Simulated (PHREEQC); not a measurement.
A solution holds 0.0012 mol MgCl2 and 0.00061 mol Na2SO4 per kg of water, at 25 °C and 500 atm. Closed to the air; pH follows from the charge balance.

Computed with PHREEQC (ion-association model, phreeqc.dat).

Precipitation was switched off in this run.

Q: What specific conductance does the model give?

A: specific conductance 420 µS/cm.

Q: In which forms is S present?

A: SO4-2 89 %, MgSO4 10 % of the S.

Under pressure, the constants of complexes without a molar volume in the database are unreliable.
